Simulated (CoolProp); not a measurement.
The numbers come from the reference Helmholtz-energy equation of state, Lemmon 2006 in CoolProp. It is a short technical equation, of lower accuracy than the large ones.

Question: Give the vapour pressure (MPa), liquid density (kg/m³), surface tension (mN/m) of saturated CH3F (R41) at 209.9 K.

Answer: 
```tsv
T (K)	p (MPa)	liquid density (kg/m³)	surface tension (mN/m)
209.9	0.218	849	13.1
```

Surface tension comes from a separate correlation (Mulero 2012).
